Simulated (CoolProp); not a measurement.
Saturation properties of propyne.

Model: reference Helmholtz-energy equation of state, Polt 1992, in CoolProp. This equation is an older, rougher fit; its heat capacities, sound speeds and derivatives of the liquid may be far off and weren't checked against measurements.

```json
[
 {"T (°C)": "8.55", "p (MPa)": "0.3524", "liquid density (kg/m³)": "638.0", "vapour density (kg/m³)": "___"},
 {"T (°C)": "21.55", "p (MPa)": "0.5266", "liquid density (kg/m³)": "617.0", "vapour density (kg/m³)": "9.598"},
 {"T (°C)": "34.45", "p (MPa)": "___", "liquid density (kg/m³)": "595.9", "vapour density (kg/m³)": "13.69"},
 {"T (°C)": "47.45", "p (MPa)": "1.065", "liquid density (kg/m³)": "573.8", "vapour density (kg/m³)": "19.21"},
 {"T (°C)": "60.35", "p (MPa)": "___", "liquid density (kg/m³)": "550.6", "vapour density (kg/m³)": "26.50"},
 {"T (°C)": "73.35", "p (MPa)": "1.948", "liquid density (kg/m³)": "525.1", "vapour density (kg/m³)": "___"},
 {"T (°C)": "86.35", "p (MPa)": "___", "liquid density (kg/m³)": "496.4", "vapour density (kg/m³)": "49.66"},
 {"T (°C)": "99.25", "p (MPa)": "3.294", "liquid density (kg/m³)": "___", "vapour density (kg/m³)": "68.24"},
 {"T (°C)": "112.25", "p (MPa)": "4.186", "liquid density (kg/m³)": "___", "vapour density (kg/m³)": "96.73"}
]
```

Problem. Complete the blanks.

Solution. 
- 8.55, vapour density (kg/m³): 6.541
- 34.45, p (MPa): 0.7589
- 60.35, p (MPa): 1.455
- 73.35, vapour density (kg/m³): 36.32
- 86.35, p (MPa): 2.557
- 99.25, liquid density (kg/m³): 462.9
- 112.25, liquid density (kg/m³): 419.6
